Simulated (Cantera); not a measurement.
Cantera run:

```python
import numpy as np
import cantera as ct

gas_names = """
    SO3 O3 SO2
""".split()
cond_names = """
    MgO(s) MgO(L) MgS(s) S(cr1) S(cr2) S(L)
""".split()


# ... load() reads the species with a 1 bar reference pressure and builds the phases ...
species = {s.name: s for s in load("nasa_gas.yaml", gas_names) + load("nasa_condensed.yaml", cond_names)}
# Each term lists the table entries of one substance; the one whose range holds T is used.
reactions = {
    '3 MgO + 3 SO3(g) = 4 O3(g) + 3 MgS':
        [(-3, ['MgO(s)', 'MgO(L)']), (-3, ['SO3']), (4, ['O3']), (3, ['MgS(s)'])],
    '2 MgO + 3 S = 2 MgS + SO2(g)':
        [(-2, ['MgO(s)', 'MgO(L)']), (-3, ['S(cr1)', 'S(cr2)', 'S(L)']), (2, ['MgS(s)']), (1, ['SO2'])],
}


def pick(names, T):
    return next(species[n] for n in names if species[n].thermo.min_temp <= T <= species[n].thermo.max_temp)


results = []
for label, terms in reactions.items():
    print(label)
    print("     T/K   dH/kJ  dS/(J/K)   dG/kJ   log10 K")
    for T in [798, 848, 898, 948, 998, 1048]:
        used = [(nu, pick(names, T)) for nu, names in terms]
        dH = sum(nu * s.thermo.h(T) for nu, s in used) / 1e6
        dS = sum(nu * s.thermo.s(T) for nu, s in used) / 1e3
        dG = dH - T * dS / 1e3
        logK = -dG * 1e6 / (ct.gas_constant * T * np.log(10))
        results.append((label, T, dH, dS, dG, logK, [s.name for _, s in used]))
        print(f"{T:8g} {dH:8.1f} {dS:8.1f} {dG:8.1f} {logK:8.2f}")
```

Output:

```
3 MgO + 3 SO3(g) = 4 O3(g) + 3 MgS
     T/K   dH/kJ  dS/(J/K)   dG/kJ   log10 K
     798   2526.5    268.9   2311.9  -151.33
     848   2526.5    268.9   2298.5  -141.58
     898   2526.5    268.9   2285.1  -132.91
     948   2526.4    268.8   2271.6  -125.16
     998   2526.3    268.6   2258.2  -118.19
    1048   2526.1    268.5   2244.8  -111.88
2 MgO + 3 S = 2 MgS + SO2(g)
     T/K   dH/kJ  dS/(J/K)   dG/kJ   log10 K
     798    185.2    139.4     74.0    -4.84
     848    183.2    137.0     67.1    -4.13
     898    181.0    134.4     60.3    -3.51
     948    178.6    131.8     53.6    -2.95
     998    176.4    129.5     47.1    -2.46
    1048    174.5    127.7     40.7    -2.03
```

Source: NASA polynomial tables (part measured, part estimated), evaluated in Cantera. Condensed species are held in their standard states even where they would react or evaporate.
